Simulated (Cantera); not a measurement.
Input (Python, Cantera) and output of one run.

```python
import numpy as np
import cantera as ct

gas_names = """
    AL ALCL ALCL2 ALCL3 ALH ALN AL2 AL2CL6 CL CL2 H HCL H2 N NH NH2 NH3 N2 N2H2 N2H4
""".split()
cond_names = """
    AL(cr) AL(L) ALCL3(s) ALCL3(L) ALN(s) NH4CL(a) NH4CL(b)
""".split()


# ... load() reads the species with a 1 bar reference pressure and builds the phases ...
atoms = {
    'Al': {'AL': 1},
    'HCl': {'H': 1, 'CL': 1},
    'N2': {'N': 2},
}
top_T = {'ALN(s)': 2750}  # K; cautious upper limits of use, not melting points


# ... equilibrate(T, P, feed) seeds the gas with the atoms and calls Mixture.equilibrate('TP', solver="vcs", rtol=1e-11, max_steps=5000) ...
results = []
feed = {'Al': 1, 'HCl': 1.5, 'N2': 5.7}  # mol
P = 16  # Pa
for T in [473, 573, 673, 773, 873, 973, 1073, 1173, 1273, 1373, 1473, 1573]:
    mix = equilibrate(T, P, feed)
    results.append((T, P, feed, dict(zip(mix.species_names, mix.species_moles))))

top = {s: max(r[3][s] / sum(r[3][g] for g in gas_names) for r in results) for s in gas_names}
cols = sorted((s for s in top if top[s] > 1e-05), key=lambda s: -top[s])[:9]
seen = [c for c in cond_names if any(r[3].get(c, 0) > 1e-12 for r in results)]
print("log10 of partial pressures in bar; condensed amounts in mol")
print(f"{'T/K':>10s}" + "".join(f"{s[:9]:>10s}" for s in cols + seen))
for T, P, feed, n in results:
    ng = sum(n[g] for g in gas_names)
    print(f"{T:10.4g}" + "".join(f"{np.log10(max(n[s] / ng * P / 1e5, 1e-99)):10.3f}" for s in cols)
          + "".join(f"{n.get(c, 0):10.4g}" for c in seen))
```

Result:

```
log10 of partial pressures in bar; condensed amounts in mol
       T/K        N2      ALCL        H2       HCL     ALCL3    AL2CL6     ALCL2         H        CL    ALN(s)
       473    -3.880   -30.804    -4.854    -5.062    -5.721    -5.430   -21.483   -23.892   -23.909    0.6182
       573    -3.891   -23.765    -4.903    -4.965    -5.107    -6.574   -16.938   -19.688   -19.637    0.6512
       673    -3.891   -18.961    -4.888    -5.003    -5.065    -8.133   -14.012   -16.701   -16.755    0.6386
       773    -3.891   -15.415    -4.875    -5.038    -5.051    -9.308   -11.862   -14.480   -14.619    0.6279
       873    -3.890   -12.690    -4.866    -5.067    -5.042   -10.203   -10.211   -12.763   -12.968    0.6197
       973    -3.890   -10.532    -4.859    -5.090    -5.035   -10.905    -8.905   -11.395   -11.653    0.6135
      1073    -3.890    -8.782    -4.853    -5.109    -5.030   -11.469    -7.846   -10.280   -10.580    0.6083
      1173    -3.890    -7.337    -4.849    -5.127    -5.029   -11.936    -6.973    -9.353    -9.689    0.6016
      1273    -3.891    -6.129    -4.846    -5.150    -5.051   -12.371    -6.256    -8.570    -8.944    0.5709
      1373    -3.902    -5.152    -4.852    -5.229    -5.233   -13.062    -5.752    -7.904    -8.362    0.3538
      1473    -3.920    -4.755    -4.881    -5.276    -5.771   -14.416    -5.731    -7.338    -7.825         0
      1573    -3.923    -4.727    -4.925    -5.125    -6.150   -15.415    -5.827    -6.853    -7.153         0
```

Method: chemical equilibrium by Gibbs-energy minimisation in Cantera with the NASA 1993 tables (ideal gas, pure condensed phases). The tables' values for AlCl2 are old estimates; treat these amounts as uncertain.
